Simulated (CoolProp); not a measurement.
Dimethyl carbonate along the isobar 16200 kPa: Z from the reference equation and from simpler models built on Tc = 283.9 °C, pc = 4909 kPa, ω = 0.346; each cubic takes its own stable root.

Computed with CoolProp (reference Helmholtz-energy equation of state, Zhou 2011).

```tsv
T (°C)	phase	reference	Redlich-Kwong	Peng-Robinson
28.65	liquid	0.5419	0.6277	0.5439
36.45	liquid	0.5330	0.6167	0.5337
44.25	liquid	0.5247	0.6063	[?]
52.05	liquid	0.5169	0.5966	0.5151
59.85	liquid	0.5095	0.5875	0.5067
67.55	liquid	0.5027	0.5791	0.4989
75.35	liquid	0.4962	[?]	0.4915
83.15	liquid	0.4901	[?]	0.4847
90.95	liquid	0.4844	[?]	0.4783
98.75	liquid	0.4790	0.5503	0.4723
106.55	liquid	0.4740	0.5443	0.4668
114.35	liquid	0.4694	0.5387	0.4618
122.15	liquid	0.4650	0.5335	0.4571
129.85	liquid	0.4611	0.5288	0.4529
```

Problem. Some entries are withheld; supply them.

Solution. 
- 44.25, Peng-Robinson: 0.5241
- 75.35, Redlich-Kwong: 0.5712
- 83.15, Redlich-Kwong: 0.5637
- 90.95, Redlich-Kwong: 0.5568
